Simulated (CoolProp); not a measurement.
Properties of propylene along the isobar 6.34 MPa (Tc = 91.1 °C, pc = 4.555 MPa, ω = 0.146).

Model: reference Helmholtz-energy equation of state, Lemmon 2013, in CoolProp.

```
T (°C)          phase  speed of sound (m/s)  expansivity (1/kK)  Prandtl number  fugacity coefficient
------  -------------  --------------------  ------------------  --------------  --------------------
59.85          liquid                 574.1               4.452            2.20                0.3397
81.85          liquid                 419.4               7.330            2.32                0.4587
103.85  supercritical                 236.8               25.52            3.19                0.5785
125.85  supercritical                 202.5               18.28            1.69                0.6656
147.85  supercritical                 230.5               8.992            1.18                0.7229
169.85  supercritical                 252.2               6.176            1.03                0.7670
191.85  supercritical                 270.0               4.810           0.949                0.8025
213.85  supercritical                 285.3               3.995           0.902                0.8320
235.85  supercritical                 298.8               3.448           0.870                0.8566
257.85  supercritical                 310.9               3.053           0.845                0.8775
279.85  supercritical                 322.1               2.751           0.827                0.8954
301.85  supercritical                 332.4               2.513           0.809                0.9108
```

Viscosity comes from a separate model (Huber 2003), an estimate that may be off by 10 % or more. Thermal conductivity comes from a separate model (Huber 2003), an estimate that may be off by 10 % or more.
